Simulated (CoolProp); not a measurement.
Vapour pressure (bar) of normal hydrogen: the reference equation beside estimates from Tc = 33.1 K, pc = 12.96 bar, ω = -0.219.

Computed with CoolProp (reference Helmholtz-energy equation of state, Leachman 2009).

```
T (K)  reference  Lee-Kesler  Redlich-Kwong
-----  ---------  ----------  -------------
24.3       2.759       2.761          1.655
25.3       3.418       3.418          2.261
26.3       4.180       4.178          3.008
27.4       5.147       5.143          4.008
28.4       6.154       6.149          5.096
29.4       7.292       7.287          6.367
30.4       8.574       8.571          7.834
31.5       10.16       10.17          9.689
32.5       11.80       11.81          11.61
```

Absolute difference from the reference over all 9 rows, mean and median: Lee-Kesler 0.1 and 0.1 %, Redlich-Kwong 18.8 and 17.2 %.
